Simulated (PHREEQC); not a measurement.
**Leach liquor: an equilibrium model**

Dissolve 2.4 mmol/kgw HCl and 0.91 mmol/kgw FeSO4 at 75 °C. Closed to the air; pH follows from the charge balance.

Model: ion-association model, phreeqc.dat, run in PHREEQC.

Each row changes one thing in this solution. Precipitation was switched off in this run.

| case | pH | ionic strength (mol/kgw) | SO4-2 (mol/kgw) | HSO4- (mol/kgw) |
|---|---|---|---|---|
| as made | 2.71 | 0.00511 | 0.000536 | 0.000284 |
| diluted 2-fold with water | 2.98 | 0.00269 | 0.000325 | 9.71e-5 |
| HCl replaced by AlCl3 at the same molality | 3.33 | 0.0135 | 0.000285 | 3.15e-5 |
| diluted 10-fold with water | 3.64 | 0.000583 | 8.28e-5 | 5.94e-6 |
| FeSO4 replaced by CdSO4 at the same molality | 2.71 | 0.00490 | 0.000545 | 0.000289 |
| FeSO4 from 0.00091 to 0.000455 mol/kgw | 2.68 | 0.00380 | 0.000271 | 0.000158 |

Species that the database lacks are ignored. Some of these states are supersaturated (in Gibbsite (slow to form), for instance). At this temperature some constants are extrapolated from 25 °C, and those without enthalpy data are left unchanged.
